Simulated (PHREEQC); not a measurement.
PHREEQC input (Pitzer model, pitzer.dat):

```
SOLUTION 1
  temp 15
  units mol/kgw
  pH 7 charge
  C(4) 0.014
  Na 0.154
  S(6) 0.063
END
USE solution 1
INCREMENTAL_REACTIONS false
REACTION 1
  H2O -1
  0 9.886 18.011 24.689 30.178 34.689 38.397 41.444
  43.949 46.007 47.699 49.089 50.232 51.172 51.944 52.578
  53.1 53.528 53.88 54.17 54.408 54.603 moles
EQUILIBRIUM_PHASES 1
  Burkeite 0 0
  Mirabilite 0 0
  Nahcolite 0 0
  Natron 0 0
  Thenardite 0 0
  Trona 0 0
SELECTED_OUTPUT 1
  -reset false
  -pH true
  -pe true
  -ionic_strength true
  -water true
  -activities H2O
  -totals C Na S
  -molalities H+ Na+ CO3-2 SO4-2 OH- HCO3- CO2 HSO4-
  -equilibrium_phases Burkeite Mirabilite Nahcolite Natron Thenardite Trona
PRINT
  -reset false
END
```

Selected output (columns that matter, 13 of 22 rows; water left (kg) added in front):

```
water left (kg)	pH	mu	C	Na	S	m_H+	m_Na+	m_CO3-2	m_SO4-2	m_OH-	la_H2O	Mirabilite
1	11.14	0.23011	0.014	0.154	0.063	1.1309e-11	0.154	0.013115	0.063	0.00088484	-0.0014623	0
0.675517	11.195	0.34091	0.020725	0.22797	0.093262	1.0692e-11	0.22797	0.019677	0.093262	0.0010476	-0.0021045	0
0.456319	11.249	0.50499	0.03068	0.33748	0.13806	1.0208e-11	0.33748	0.029444	0.13806	0.0012361	-0.0030203	0
0.37505	11.275	0.61458	0.037328	0.41061	0.16798	1.0003e-11	0.41061	0.035988	0.16798	0.0013403	-0.0036134	0
0.253354	11.326	0.9102	0.055259	0.60785	0.24866	9.639e-12	0.60785	0.05369	0.24866	0.0015684	-0.0051542	0
0.171148	11.377	1.3479	0.0818	0.8998	0.3681	9.2708e-12	0.8998	0.079981	0.3681	0.0018197	-0.0073151	0
0.140666	11.402	1.6402	0.099527	1.0948	0.44787	9.0489e-12	1.0948	0.097575	0.44787	0.001952	-0.0087005	0
0.0950324	11.452	2.4285	0.14732	1.6205	0.66293	8.4172e-12	1.6205	0.14509	0.66293	0.002224	-0.012295	0
0.0628475	11.52	3.3173	0.22276	2.2133	0.88386	7.2422e-12	2.2133	0.2202	0.88386	0.002563	-0.01627	0.0074513
0.0377776	11.634	3.6491	0.37059	2.4348	0.84683	5.7078e-12	2.4348	0.36739	0.84683	0.0031951	-0.017882	0.031009
0.0209437	11.772	4.3718	0.66846	2.9172	0.79015	4.3119e-12	2.9172	0.66445	0.79015	0.0040089	-0.021387	0.046451
0.014735	11.858	5.1027	0.95012	3.4048	0.7523	3.5829e-12	3.4048	0.94562	0.7523	0.0044944	-0.024992	0.051915
0.00561514	12.146	9.4834	2.4933	6.3259	0.6697	1.5648e-12	6.3259	2.4878	0.6697	0.0055006	-0.050235	0.05924
```

Complexes and solids missing from the database can't appear.
